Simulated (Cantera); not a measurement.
An isothermal, constant-pressure homogeneous reactor starts with CO : O2 : H2O : N2 = 0.0082 : 0.017 : 0.0003 : 1 (molar parts), equivalence ratio 0.24, at 1450 K and 0.133 bar. Integrator tolerance rtol = 1e-08.

Computed with Cantera and GRI-Mech 3.0 (53 species, 325 reactions).

### Question
What does this change do: 0.0017 parts H2 added?

### Answer
| quantity | before | after |
|---|---|---|
| x(CO) at 8.00 s | 2.07e-6 (gas-phase equilibrium 4.46e-7) | 7.79e-7 (gas-phase equilibrium 4.61e-7) |
| x(O2) at 8.00 s | 0.0126 (gas-phase equilibrium 0.0125) | 0.0118 (gas-phase equilibrium 0.0117) |
| x(H2O) at 8.00 s | 0.000291 (gas-phase equilibrium 0.000293) | 0.00195 (gas-phase equilibrium 0.00195) |
| x(NO) at 8.00 s | 7.94e-6 (gas-phase equilibrium 0.000260) | 5.77e-6 (gas-phase equilibrium 0.000251) |
| x(H2) at 8.00 s | 2.87e-8 (gas-phase equilibrium 6.84e-9) | 7.68e-8 (gas-phase equilibrium 4.73e-8) |
| x(N2O) at 8.00 s | 2.84e-8 (gas-phase equilibrium 6.59e-9) | 1.08e-8 (gas-phase equilibrium 6.36e-9) |

### Question
What does this change do: temperature 1450 to 1075 K?

### Answer
| quantity | before | after |
|---|---|---|
| x(CO) at 8.00 s | 2.07e-6 (gas-phase equilibrium 4.46e-7) | 5.39e-6 (gas-phase equilibrium 1.28e-10) |
| x(O2) at 8.00 s | 0.0126 (gas-phase equilibrium 0.0125) | 0.0126 (gas-phase equilibrium 0.0126) |
| x(H2O) at 8.00 s | 0.000291 (gas-phase equilibrium 0.000293) | 0.000293 (gas-phase equilibrium 0.000294) |
| x(NO) at 8.00 s | 7.94e-6 (gas-phase equilibrium 0.000260) | 2.41e-7 (gas-phase equilibrium 1.85e-5) |
| x(H2) at 8.00 s | 2.87e-8 (gas-phase equilibrium 6.84e-9) | 1.31e-8 (gas-phase equilibrium 5.05e-12) |
| x(N2O) at 8.00 s | 2.84e-8 (gas-phase equilibrium 6.59e-9) | 2.06e-7 (gas-phase equilibrium 5.78e-10) |

### Question
What does this change do: O2 0.017 to 0.0038 parts?

### Answer
| quantity | before | after |
|---|---|---|
| x(CO) at 8.00 s | 2.07e-6 (gas-phase equilibrium 4.46e-7) | 0.000895 (gas-phase equilibrium 0.000586) |
| x(O2) at 8.00 s | 0.0126 (gas-phase equilibrium 0.0125) | 0.000146 (gas-phase equilibrium 6.40e-9) |
| x(H2O) at 8.00 s | 0.000291 (gas-phase equilibrium 0.000293) | 0.000267 (gas-phase equilibrium 0.000288) |
| x(NO) at 8.00 s | 7.94e-6 (gas-phase equilibrium 0.000260) | 1.26e-5 (gas-phase equilibrium 1.87e-7) |
| x(H2) at 8.00 s | 2.87e-8 (gas-phase equilibrium 6.84e-9) | 1.38e-5 (gas-phase equilibrium 9.40e-6) |
| x(N2O) at 8.00 s | 2.84e-8 (gas-phase equilibrium 6.59e-9) | 2.02e-8 (gas-phase equilibrium 4.77e-12) |
